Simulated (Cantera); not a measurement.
Feed: 1 mol Si, 1.6 mol HF, a varied amount of H₂, 0.54 mol Cl₂, equilibrated at 225 °C and 0.0133 bar.

Cantera equilibrium calculation (NASA polynomials, part measured and part estimated; ideal gas, pure solids and liquids). Candidate condensed phases: Si; 37 gas species. Equilibrium is a limit: real reactors are often held back by kinetics, nucleation or transport.

x: gas mole fraction; n: condensed amount in mol.

| n(H₂) (mol) | x H₂ | x SiF₄ | x SiCl₄ | x SiHCl₃ | x SiHF₃ | n Si(s) |
|---|---|---|---|---|---|---|
| 12 | 0.948 | 0.0290 | 0.0155 | 0.00602 | ? | 0.306 |
| 25 | 0.974 | 0.0147 | 0.00753 | 0.00354 | ? | 0.302 |
| 38 | 0.982 | 0.00982 | 0.00489 | 0.00258 | ? | 0.299 |
| 51 | 0.987 | 0.00737 | 0.00359 | 0.00205 | ? | 0.297 |
| 64 | 0.989 | 0.00589 | 0.00282 | 0.00171 | ? | 0.296 |
| 77 | 0.991 | 0.00491 | 0.00232 | 0.00148 | ? | 0.294 |
| 90 | 0.992 | 0.00420 | 0.00196 | 0.00130 | ? | 0.293 |

### Question
What belongs in the gaps?

### Answer

- 12, x SiHF₃: 0.000926
- 25, x SiHF₃: 0.000563
- 38, x SiHF₃: 0.000418
- 51, x SiHF₃: 0.000338
- 64, x SiHF₃: 0.000286
- 77, x SiHF₃: 0.000249
- 90, x SiHF₃: 0.000222
